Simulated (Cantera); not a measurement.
Hydrocarbon pyrolysis for carbon deposition

An isothermal, constant-pressure homogeneous reactor starts with C2H6 : N2 = 1 : 7.9 (molar parts), at 1000 K and 1.18 atm.

Model: GRI-Mech 3.0 (53 species, 325 reactions), integrated in Cantera. GRI-Mech 3.0 stops at C3 and has no aromatics, soot or wall deposition, so with more carbon than oxygen in the feed, carbon stays in small species such as C2H2 where larger ones or solid carbon would form.

```
t (s)     x C2H6    x C2H2      x H2       x H    x CH3
--------  ------  --------  --------  --------  -------
0.000300   0.112    <1e-12   4.46e-8  1.80e-10  2.44e-8
0.000668   0.112    <1e-12   3.14e-7  5.16e-10  2.63e-8
0.00149    0.112  1.39e-12   1.87e-6   1.28e-9  2.67e-8
0.00332    0.112  3.92e-11   1.00e-5   2.95e-9  2.83e-8
0.00739    0.112  9.99e-10   5.08e-5   6.47e-9  3.62e-8
0.0165     0.112   2.22e-8  0.000239   1.28e-8  6.58e-8
0.0367     0.111   3.29e-7  0.000937   1.86e-8  1.09e-7
0.0818     0.109   2.46e-6   0.00274   1.98e-8  1.15e-7
0.182      0.105   1.14e-5   0.00667   2.01e-8  1.09e-7
0.406     0.0956   4.00e-5    0.0147   2.07e-8  9.78e-8
0.904     0.0788  0.000115    0.0294   2.12e-8  7.93e-8
2.01      0.0548  0.000282    0.0504   2.09e-8  5.66e-8
4.49      0.0327  0.000576    0.0693   1.85e-8  3.87e-8
10.0      0.0220  0.000981    0.0775   1.60e-8  3.32e-8
```
x: mole fraction; the columns are a selection and need not sum to one.

Equilibrium at this temperature and pressure: C2H6 0.000462, C2H2 0.00823, H2 0.00533, H 1.52e-10, CH3 5.83e-8 (gas phase only).
